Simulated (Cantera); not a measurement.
A Cantera script and what it prints.

```python
import numpy as np
import cantera as ct

gas_names = """
    Cr CrO CrO2 CrO3 O O2 O3
""".split()
cond_names = """
    Cr(cr) Cr(L) Cr2O3(s) Cr2O3(L)
""".split()


def load(file, names, dense=False):
    # The tables refer to 1 bar. Condensed volumes are neglected.
    table = {s.name: s for s in ct.Species.list_from_file(file)}
    out = []
    for n in names:
        d = dict(table[n].input_data)
        d["thermo"] = dict(d["thermo"], **{"reference-pressure": 1e5})
        if dense:
            d["equation-of-state"] = {"model": "constant-volume", "density": "1e6 g/cm^3"}
        out.append(ct.Species.from_dict(d))
    return out


gas = ct.Solution(thermo="ideal-gas", species=load("nasa_gas.yaml", gas_names))
cond = {s.name: ct.Solution(thermo="fixed-stoichiometry", species=[s], name=s.name)
        for s in load("nasa_condensed.yaml", cond_names, dense=True)}
atoms = {
    'Cr': {'Cr': 1},
    'O2': {'O': 2},
}
top_T = {}  # K; cautious upper limits of use, not melting points


def equilibrate(T, P, feed):
    n = {}
    for name, mol in feed.items():
        for a, k in atoms[name].items():
            n[a] = n.get(a, 0.0) + k * mol
    gas.TPX = T, P, n
    mass = sum(n.values()) * gas.mean_molecular_weight
    gas.equilibrate("TP")
    valid = [c for c in cond.values() if c.min_temp <= T <= top_T.get(c.name, c.max_temp)]
    mix = ct.Mixture([(gas, mass / gas.mean_molecular_weight)] + [(c, 0.0) for c in valid])
    mix.T, mix.P = T, P
    mix.equilibrate("TP", solver="vcs", rtol=1e-11, max_steps=5000)
    return mix


results = []
feed = {'Cr': 1, 'O2': 5.1}  # mol
P = 13332.2  # Pa
for T in [1223, 1423, 1623, 1823, 2023, 2223, 2423, 2623, 2823]:
    mix = equilibrate(T, P, feed)
    results.append((T, P, feed, dict(zip(mix.species_names, mix.species_moles))))
    x = sorted(zip(gas.X, gas.species_names), reverse=True)
    print(f"T = {T:g} K  P = {P:g} Pa  gas = {mix.phase_moles(0):.4g} mol")
    print("   x: " + "  ".join(f"{s} {v:.3e}" for v, s in x if v > 0.0001))
    print("   condensed (mol): " + ("  ".join(f"{mix.phase(i).name} {mix.phase_moles(i):.4g}"
          for i in range(1, mix.n_phases) if mix.phase_moles(i) > 1e-12) or "none"))
```

Result:

```
T = 1223 K  P = 13332.2 Pa  gas = 4.35 mol
   x: O2 1.000e+00
   condensed (mol): Cr2O3(s) 0.5
T = 1423 K  P = 13332.2 Pa  gas = 4.35 mol
   x: O2 1.000e+00
   condensed (mol): Cr2O3(s) 0.5
T = 1623 K  P = 13332.2 Pa  gas = 4.35 mol
   x: O2 9.999e-01
   condensed (mol): Cr2O3(s) 0.5
T = 1823 K  P = 13332.2 Pa  gas = 4.351 mol
   x: O2 9.996e-01  O 4.131e-04
   condensed (mol): Cr2O3(s) 0.4999
T = 2023 K  P = 13332.2 Pa  gas = 4.355 mol
   x: O2 9.975e-01  O 2.179e-03  CrO2 1.845e-04  CrO3 1.361e-04
   condensed (mol): Cr2O3(s) 0.4993
T = 2223 K  P = 13332.2 Pa  gas = 4.376 mol
   x: O2 9.888e-01  O 8.511e-03  CrO2 2.145e-03  CrO3 5.177e-04
   condensed (mol): Cr2O3(s) 0.4941
T = 2423 K  P = 13332.2 Pa  gas = 4.468 mol
   x: O2 9.555e-01  O 2.623e-02  CrO2 1.621e-02  CrO3 1.526e-03  CrO 5.709e-04
   condensed (mol): Cr2O3(s) 0.4591
T = 2623 K  P = 13332.2 Pa  gas = 4.874 mol
   x: O2 8.388e-01  CrO2 8.424e-02  O 6.479e-02  CrO 8.539e-03  CrO3 3.408e-03  Cr 2.371e-04
   condensed (mol): Cr2O3(L) 0.265
T = 2823 K  P = 13332.2 Pa  gas = 5.583 mol
   x: O2 6.861e-01  CrO2 1.380e-01  O 1.348e-01  CrO 3.624e-02  CrO3 2.595e-03  Cr 2.268e-03
   condensed (mol): none
```

Equilibrium computed with Cantera from the NASA thermochemical tables; the gas is ideal and each condensed phase is pure.
